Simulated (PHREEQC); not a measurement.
Dissolve 5.8 mmol/kgw CuCl2 and 0.16 mmol/kgw HCl at 25 °C. Closed to the air; pH follows from the charge balance.

All values are PHREEQC results (ion-association model, phreeqc.dat), not measurements.

No solid was allowed to form.

Task: What pH does the model give?

Result: pH 3.84.

Task: In which forms is Cu present?

Result: Cu+2 98 %, CuCl+ 1.9 % of the Cu.
